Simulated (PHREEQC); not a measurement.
Dissolve 0.021 mol NaHS and 0.0022 mol HCl per kg of water at 35 °C. Closed to the air; pH follows from the charge balance.

Model: ion-association model, phreeqc.dat, run in PHREEQC.

Each row changes one thing in this solution. No solid was allowed to form.

```tsv
case	pH	ionic strength (mol/kgw)	HS- (mol/kgw)	H2S (mol/kgw)
as made	7.69	0.0210	0.0188	0.00220
diluted 2-fold with water	7.71	0.0105	0.00940	0.00110
NaHS from 0.021 to 0.0189 mol/kgw	7.64	0.0189	0.0167	0.00220
NaHS from 0.021 to 0.0105 mol/kgw	7.35	0.0105	0.00830	0.00220
temperature from 35 to 20 °C	7.88	0.0210	0.0188	0.00220
HCl from 0.0022 to 0.00044 mol/kgw	8.42	0.0210	0.0205	0.000448
HCl left out	9.29	0.0210	0.0209	6.15e-5
diluted 5-fold with water	7.72	0.00420	0.00376	0.000441
```

Species that the database lacks are ignored.
